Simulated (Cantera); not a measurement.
A Cantera script and what it prints.

```python
import numpy as np
import cantera as ct

gas_names = """
    CL CL2 Si SiCL SiCL2 SiCL3 SiCL4 Si2 Si3
""".split()
cond_names = """
    Si(cr) Si(L)
""".split()


# ... load() reads the species with a 1 bar reference pressure and builds the phases ...
atoms = {
    'Si': {'Si': 1},
    'Cl2': {'CL': 2},
}
top_T = {}  # K; cautious upper limits of use, not melting points


# ... equilibrate(T, P, feed) seeds the gas with the atoms and calls Mixture.equilibrate('TP', solver="vcs", rtol=1e-11, max_steps=5000) ...
results = []
P = 1000  # Pa
for T in [650, 750, 850, 950, 1050, 1150, 1250, 1350, 1450]:
    for m in [0.71, 0.9, 1.1, 1.4, 1.8, 2.3, 2.9, 3.7, 4.6, 5.8, 7.4, 9.3]:
        feed = {'Si': 1, 'Cl2': m}  # mol
        mix = equilibrate(T, P, feed)
        results.append((T, P, feed, dict(zip(mix.species_names, mix.species_moles))))

for T, P, feed, n in results:
    print(f"{T:7g} {feed['Cl2']:10.4g}  " + (" + ".join(c for c in cond_names if n.get(c, 0) > 1e-12) or "gas only"))
```

Result:

```
    650       0.71  Si(cr)
    650        0.9  Si(cr)
    650        1.1  Si(cr)
    650        1.4  Si(cr)
    650        1.8  Si(cr)
    650        2.3  gas only
    650        2.9  gas only
    650        3.7  gas only
    650        4.6  gas only
    650        5.8  gas only
    650        7.4  gas only
    650        9.3  gas only
    750       0.71  Si(cr)
    750        0.9  Si(cr)
    750        1.1  Si(cr)
    750        1.4  Si(cr)
    750        1.8  Si(cr)
    750        2.3  gas only
    750        2.9  gas only
    750        3.7  gas only
    750        4.6  gas only
    750        5.8  gas only
    750        7.4  gas only
    750        9.3  gas only
    850       0.71  Si(cr)
    850        0.9  Si(cr)
    850        1.1  Si(cr)
    850        1.4  Si(cr)
    850        1.8  Si(cr)
    850        2.3  gas only
    850        2.9  gas only
    850        3.7  gas only
    850        4.6  gas only
    850        5.8  gas only
    850        7.4  gas only
    850        9.3  gas only
    950       0.71  Si(cr)
    950        0.9  Si(cr)
    950        1.1  Si(cr)
    950        1.4  Si(cr)
    950        1.8  Si(cr)
    950        2.3  gas only
    950        2.9  gas only
    950        3.7  gas only
    950        4.6  gas only
    950        5.8  gas only
    950        7.4  gas only
    950        9.3  gas only
   1050       0.71  Si(cr)
   1050        0.9  Si(cr)
   1050        1.1  Si(cr)
   1050        1.4  Si(cr)
   1050        1.8  Si(cr)
   1050        2.3  gas only
   1050        2.9  gas only
   1050        3.7  gas only
   1050        4.6  gas only
   1050        5.8  gas only
   1050        7.4  gas only
   1050        9.3  gas only
   1150       0.71  Si(cr)
   1150        0.9  Si(cr)
   1150        1.1  Si(cr)
   1150        1.4  Si(cr)
   1150        1.8  Si(cr)
   1150        2.3  gas only
   1150        2.9  gas only
   1150        3.7  gas only
   1150        4.6  gas only
   1150        5.8  gas only
   1150        7.4  gas only
   1150        9.3  gas only
   1250       0.71  Si(cr)
   1250        0.9  Si(cr)
   1250        1.1  Si(cr)
   1250        1.4  Si(cr)
   1250        1.8  gas only
   1250        2.3  gas only
   1250        2.9  gas only
   1250        3.7  gas only
   1250        4.6  gas only
   1250        5.8  gas only
   1250        7.4  gas only
   1250        9.3  gas only
   1350       0.71  Si(cr)
   1350        0.9  Si(cr)
   1350        1.1  Si(cr)
   1350        1.4  gas only
   1350        1.8  gas only
   1350        2.3  gas only
   1350        2.9  gas only
   1350        3.7  gas only
   1350        4.6  gas only
   1350        5.8  gas only
   1350        7.4  gas only
   1350        9.3  gas only
   1450       0.71  Si(cr)
   1450        0.9  Si(cr)
   1450        1.1  Si(cr)
   1450        1.4  gas only
   1450        1.8  gas only
   1450        2.3  gas only
   1450        2.9  gas only
   1450        3.7  gas only
   1450        4.6  gas only
   1450        5.8  gas only
   1450        7.4  gas only
   1450        9.3  gas only
```

Method: chemical equilibrium by Gibbs-energy minimisation in Cantera with the NASA 1993 tables (ideal gas, pure condensed phases). The tables' values for SiCl3 are old estimates.
